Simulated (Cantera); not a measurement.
A Cantera script and its output.

```python
import numpy as np
import cantera as ct

gas = ct.Solution("gri30.yaml")
gas.TPX = 1150, 30000, {'N2O': 1, 'O2': 0.085}
reactor = ct.IdealGasConstPressureReactor(gas, energy="off", clone=False)
net = ct.ReactorNet([reactor])
net.rtol, net.atol = 1e-08, 1e-18
show = ['N2O', 'O2', 'NO', 'N2', 'O', 'NO2']
times = np.geomspace(0.0006, 2, 14)

steps = ct.SolutionArray(gas, extra=["t"])
rows = []
print(f"{'t/s':>10s}{'T/K':>9s}{'P/Pa':>11s}" + "".join(f"{s:>11s}" for s in show))
for t in times:
    while net.time < t:
        t_next = net.step()
        steps.append(gas.state, t=t_next)
    rows.append([np.interp(t, steps.t, y) for y in (steps.T, steps.P, *steps(*show).X.T)])
    print(f"{t:10.3e}{rows[-1][0]:9.1f}{rows[-1][1]:11.4g}" + "".join(f"{x:11.3e}" for x in rows[-1][2:]))
rate = np.gradient(steps.T, steps.t)
print("integrator steps:", len(steps.t))
if steps.T.max() > steps.T[0] + 200:
    print(f"time of steepest temperature rise: {steps.t[rate.argmax()]:.4e} s")
gas.TPX = 1150, 30000, {'N2O': 1, 'O2': 0.085}
gas.equilibrate("TP")
print(f"equilibrium (TP): T = {gas.T:.1f} K  " + "  ".join(f"{s} {gas[s].X[0]:.3e}" for s in show))
```

Result:

```
       t/s      T/K       P/Pa        N2O         O2         NO         N2          O        NO2
 6.000e-04   1150.0      3e+04  9.216e-01  7.836e-02  3.060e-06  3.503e-05  7.968e-07  3.566e-11
 1.120e-03   1150.0      3e+04  9.216e-01  7.837e-02  5.829e-06  6.600e-05  7.968e-07  1.293e-10
 2.090e-03   1150.0      3e+04  9.215e-01  7.839e-02  1.100e-05  1.238e-04  7.968e-07  4.578e-10
 3.901e-03   1150.0      3e+04  9.213e-01  7.844e-02  2.064e-05  2.317e-04  7.968e-07  1.617e-09
 7.280e-03   1150.0      3e+04  9.210e-01  7.853e-02  3.862e-05  4.329e-04  7.968e-07  5.546e-09
 1.359e-02   1150.0      3e+04  9.204e-01  7.869e-02  7.216e-05  8.082e-04  7.967e-07  1.894e-08
 2.536e-02   1150.0      3e+04  9.194e-01  7.900e-02  1.347e-04  1.508e-03  7.967e-07  6.346e-08
 4.732e-02   1150.0      3e+04  9.174e-01  7.957e-02  2.510e-04  2.811e-03  7.965e-07  2.050e-07
 8.832e-02   1150.0      3e+04  9.137e-01  8.063e-02  4.669e-04  5.232e-03  7.962e-07  6.243e-07
 1.648e-01   1150.0      3e+04  9.068e-01  8.258e-02  8.664e-04  9.715e-03  7.954e-07  1.736e-06
 3.077e-01   1150.0      3e+04  8.943e-01  8.618e-02  1.600e-03  1.796e-02  7.939e-07  4.268e-06
 5.742e-01   1150.0      3e+04  8.714e-01  9.272e-02  2.930e-03  3.293e-02  7.910e-07  9.239e-06
 1.072e+00   1150.0      3e+04  8.309e-01  1.043e-01  5.282e-03  5.950e-02  7.855e-07  1.816e-05
 2.000e+00   1150.0      3e+04  7.618e-01  1.241e-01  9.268e-03  1.048e-01  7.749e-07  3.335e-05
integrator steps: 460
equilibrium (TP): T = 1150.0 K  N2O 5.555e-09  O2 3.690e-01  NO 1.566e-04  N2 6.308e-01  O 9.279e-09  NO2 2.461e-06
```

Cantera simulation using GRI-Mech 3.0 (53 species, 325 reactions); the numbers are that mechanism's predictions, not measurements. GRI-Mech 3.0 was tuned for natural gas; its chemistry of N2O as a main component is partial and can be far from experiment. The mechanism lacks the step 2 NO + O2 → 2 NO2, which can matter for NO2 below about 1400 K. The temperature is held fixed by assumption; the heat of reaction is taken as removed at once.
